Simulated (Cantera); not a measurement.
A freely propagating, adiabatic, planar premixed flame of 12.4 % CH₄, 22.5 % O₂, 65.1 % N₂, unburnt at 523 K and 5.00 bar; mixture-averaged transport, grid criteria slope 0.08 and curve 0.16, no radiation.

Model: GRI-Mech 3.0 (53 species, 325 reactions), integrated in Cantera. Burning velocities carry a grid error of a few per cent, more on coarse grids.

x: mole fraction of selected species; z is measured from the peak of heat release.

| z (mm) | T (K) | u (m/s) | x CH₄ | x O₂ | x HO₂ | x C₂H₄ | x H | x CH₂CO |
|---|---|---|---|---|---|---|---|---|
| -0.227 | 523 | 0.912 | 0.123 | 0.225 | 8.30e-8 | 2.51e-8 | <1e-8 | <1e-8 |
| -0.151 | 526 | 0.919 | 0.123 | 0.224 | 1.10e-6 | 4.55e-7 | <1e-8 | 2.99e-8 |
| -0.113 | 536 | 0.940 | 0.122 | 0.223 | 5.79e-6 | 3.07e-6 | <1e-8 | 2.44e-7 |
| -0.0756 | 620 | 1.10 | 0.115 | 0.216 | 5.15e-5 | 4.19e-5 | (withheld) | 4.71e-6 |
| -0.0378 | 1122 | 2.02 | 0.0790 | 0.170 | 0.000268 | 0.000513 | (withheld) | 9.07e-5 |
| -0.0189 | 1607 | 2.93 | 0.0425 | 0.118 | 0.000297 | 0.00105 | (withheld) | 0.000252 |
| 0 | 2047 | 3.76 | 0.0100 | 0.0609 | 0.000128 | 0.000585 | (withheld) | 0.000234 |
| 0.0189 | 2245 | 4.13 | 0.000769 | 0.0283 | 2.78e-5 | 3.16e-5 | (withheld) | 3.93e-5 |
| 0.0378 | 2312 | 4.23 | 3.17e-5 | 0.0169 | 1.32e-5 | 3.67e-7 | (withheld) | 2.25e-6 |
| 0.0756 | 2384 | 4.33 | 7.74e-8 | 0.0110 | 8.26e-6 | <1e-8 | (withheld) | <1e-8 |
| 0.151 | 2461 | 4.45 | <1e-8 | 0.00774 | 5.12e-6 | <1e-8 | (withheld) | <1e-8 |
| 0.302 | 2526 | 4.55 | <1e-8 | 0.00523 | 3.06e-6 | <1e-8 | (withheld) | <1e-8 |
| 0.605 | 2563 | 4.61 | <1e-8 | 0.00370 | 2.01e-6 | <1e-8 | (withheld) | <1e-8 |

**Question.** Fill in the missing entries.

**Answer.** 
- -0.0756, x H: 2.40e-8
- -0.0378, x H: 4.64e-5
- -0.0189, x H: 0.000499
- 0, x H: 0.00283
- 0.0189, x H: 0.00577
- 0.0378, x H: 0.00670
- 0.0756, x H: 0.00602
- 0.151, x H: 0.00439
- 0.302, x H: 0.00299
- 0.605, x H: 0.00224
